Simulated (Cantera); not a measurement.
Input: 1 mol SiH₂Cl₂, 0.27 mol HCl, a varied amount of H₂, at 2475 K and 1400 Pa.

Method: chemical equilibrium by Gibbs-energy minimisation in Cantera with the NASA 1993 tables (ideal gas, pure condensed phases). Candidate condensed phases: Si; 19 gas species. Rates play no part.

### Question
At 890 mol H₂, list the 6 most abundant gas species with their mole fractions, and the condensed phases.

### Answer
H₂ 0.824, H 0.173, HCl 0.00202, Si 0.000989, Cl 0.000300, SiH 2.92e-5. Condensed: gas only.
